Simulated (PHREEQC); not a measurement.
**Acid mine or pickling water (model solution)**

A made-up water analysis in mmol/kgw, 68 °C, pH 2.81, pe 10.6: Na 3.03; K 0.021; Ca 0.628; Mg 0.396; Cl 0.151; S(6) 3.97; Br 0.00913; Zn 0.000568.

Valence states are taken as typed.

All values are PHREEQC results (ion-association model, phreeqc.dat), not measurements.

```
Quantity                       Result
--------------------  ---------------
ionic strength        0.00985 mol/kgw
specific conductance       2570 µS/cm
total alkalinity         -2.59 meq/kg
charge-balance error           -3.2 %
```

| species | molality | activity | log γ |
|---|---|---|---|
| Na+ | 0.00300 | 0.00268 | -0.048 |
| SO4-2 | 0.00276 | 0.00178 | -0.189 |
| H+ | 0.00171 | 0.00155 | -0.042 |
| HSO4- | 0.000878 | 0.000785 | -0.049 |
| Ca+2 | 0.000491 | 0.000319 | -0.187 |
| Mg+2 | 0.000231 | 0.000151 | -0.184 |
| MgSO4 | 0.000165 | 0.000166 | 0.001 |
| Cl- | 0.000151 | 0.000135 | -0.049 |
| CaSO4 | 0.000134 | 0.000134 | 0.001 |

No solid was allowed to form. Species that the database lacks are ignored. At this temperature some constants are extrapolated from 25 °C, and those without enthalpy data are left unchanged.
